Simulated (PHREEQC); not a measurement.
Consider water at 35 °C with 0.0053 mol/kgw TMAH, 0.00017 mol/kgw Na2SiO3 and 0.18 mol/kgw K3PO4. Closed to the air; pH follows from the charge balance.

Equilibrium calculation in PHREEQC: ion-association model, phreeqc.dat.

```json
[
 {"quantity": "pH", "before": "11.91", "after": "11.83"},
 {"quantity": "PO4-3 (mol/kgw)", "before": "0.156", "after": "0.0704"},
 {"quantity": "HPO4-2 (mol/kgw)", "before": "0.0205", "after": "0.0178"},
 {"quantity": "KHPO4- (mol/kgw)", "before": "0.00318", "after": "0.00181"},
 {"quantity": "H3SiO4- (mol/kgw)", "before": "0.000127", "after": "6.81e-5"},
 {"quantity": "SI of Quartz (SiO2)", "before": "-2.49", "after": "-2.65"}
]
```

**Question.** Name the change that produced these shifts.
A) temperature from 35 to 60 °C
B) K3PO4 from 0.18 to 0.27 mol/kgw
C) temperature from 35 to 25 °C
D) diluted 2-fold with water

**Answer.** D, diluted 2-fold with water

This is a speciation only: nothing precipitates in the calculation. The ionic strength passes 0.7 mol/kgw, the rough limit of the ion-association models, in before. (CH3)4N+ isn't in the database: it is added as a free cation with an ion size of 4 Å.
